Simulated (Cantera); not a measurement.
Feed: 1 mol CH3Cl, 0.02 mol F2, held at 825 K and 13300 Pa.

Equilibrium computed with Cantera from the NASA thermochemical tables; the gas is ideal and each condensed phase is pure. Candidate condensed phases: C, C6H6, C7H8, C8H18; 118 gas species. Kinetics and transport are ignored.

Base state: HCl 0.507, H2 0.448, CH4 0.0243, HF 0.0203 (mole fractions); condensed: C(graphite).

**Question.** What changes in the equilibrium state with this change: F2 from 0.02 to 0.19 mol?

**Answer.** 
```csv
species,before,after
HCl,0.507,0.463
H2,0.448,0.346
HF,0.0203,0.176
CH4,0.0243,0.0145
"C(graphite), mol",0.952,0.969
```

**Question.** What changes in the equilibrium state with this change: pressure from 13300 Pa to 27.0 Pa?

**Answer.** 
```json
[
 {"species": "HCl", "before": "0.507", "after": "0.495"},
 {"species": "H2", "before": "0.448", "after": "0.485"},
 {"species": "HF", "before": "0.0203", "after": "0.0198"},
 {"species": "CH4", "before": "0.0243", "after": "5.75e-5"},
 {"species": "C(graphite), mol", "before": "0.952", "after": "1.000"}
]
```
